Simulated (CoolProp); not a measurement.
Vapour-liquid equilibrium of toluene (1) + n-nonane (2) at 303.3 K; x and y are mole fractions of (1).

Computed with CoolProp (multi-fluid Helmholtz-energy mixture model, Lemmon 2006 and Lemmon 2006; pair parameters Bell 2016).

| x | bubble pressure (MPa) | y at the bubble point | dew pressure at overall composition x (MPa) | liquid density (mol/L) |
|---|---|---|---|---|
| 0.05 | 0.001133 | 0.330 | 0.0008352 | 5.654 |
| 0.2 | 0.002032 | 0.681 | 0.0009720 | 6.040 |
| 0.35 | 0.002759 | 0.802 | 0.001162 | 6.477 |
| 0.5 | 0.003340 | 0.865 | 0.001443 | 6.975 |
| 0.65 | 0.003831 | 0.909 | 0.001899 | 7.550 |
| 0.8 | 0.004288 | 0.946 | 0.002741 | 8.220 |
| 0.95 | 0.004762 | 0.985 | 0.004336 | 9.010 |

No azeotrope shows between x = 0.05 and 0.95.

Pair parameters are fitted to limited data, so mixtures are less certain than the pure fluids.
